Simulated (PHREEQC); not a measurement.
Alkaline etch or developer: speciation

Dissolve 0.0062 mol TMAH and 0.49 mol K2CO3 per kg of water at 25 °C. Closed to the air; pH follows from the charge balance.

All values are PHREEQC results (ion-association model, phreeqc.dat), not measurements.

This is a speciation only: nothing precipitates in the calculation.

Q: What pH, ionic strength does the model give?

A: pH 11.78; ionic strength 1.47 mol/kgw.

Caution: at this ionic strength the ion-association model is outside its range; a Pitzer model would be the better tool where its parameters exist. (CH3)4N+ isn't in the database: it is added as a free cation with an ion size of 4 Å.
